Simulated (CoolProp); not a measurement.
Model: reference Helmholtz-energy equation of state, Lemmon 2006, in CoolProp. It is a short technical equation, of lower accuracy than the large ones.

Problem. For C3F8 (R218), give the phase and the density (kg/m³), cp (kJ/(kg K)), speed of sound (m/s), fugacity coefficient at -27.75 °C and 0.136 MPa; -27.75 °C and 4.31 MPa; -27.75 °C and 9.28 MPa.

Solution. 
- -27.75 °C and 0.136 MPa: gas; density 13.4, cp 0.743, speed of sound 102, fugacity coefficient 0.942
- -27.75 °C and 4.31 MPa: liquid; density 1600, cp 0.982, speed of sound 537, fugacity coefficient 0.0414
- -27.75 °C and 9.28 MPa: liquid; density 1620, cp 0.970, speed of sound 574, fugacity coefficient 0.0256
